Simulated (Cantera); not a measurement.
Input: 1 mol MgO, 0.004 mol C, 0.032 mol H2, held at 1.10 bar.

Equilibrium computed with Cantera from the NASA thermochemical tables; the gas is ideal and each condensed phase is pure. Candidate condensed phases: C, C6H6, C7H8, C8H18, H2O, Mg, MgCO3, MgO, Mg(OH)2; 116 gas species. Equilibrium is a limit: real reactors are often held back by kinetics, nucleation or transport.

### Question
Which condensed phases are stable at each of these points (T (°C)): 1550, 1750, 1950, 2150, 2350, 2550, 2750?

### Answer
```json
[
 {"T (°C)": "1550", "condensed phases": "C(graphite) + MgO(s)", "Mg condensed (%)": "99.8"},
 {"T (°C)": "1750", "condensed phases": "MgO(s)", "Mg condensed (%)": "99.6"},
 {"T (°C)": "1950", "condensed phases": "MgO(s)", "Mg condensed (%)": "99.6"},
 {"T (°C)": "2150", "condensed phases": "MgO(s)", "Mg condensed (%)": "99.5"},
 {"T (°C)": "2350", "condensed phases": "MgO(s)", "Mg condensed (%)": "99.4"},
 {"T (°C)": "2550", "condensed phases": "MgO(s)", "Mg condensed (%)": "98.9"},
 {"T (°C)": "2750", "condensed phases": "MgO(s)", "Mg condensed (%)": "98.1"}
]
```

At 1550 °C the condensed part is C(graphite) + MgO(s). From 1750 °C to 2750 °C the condensed part is MgO(s).
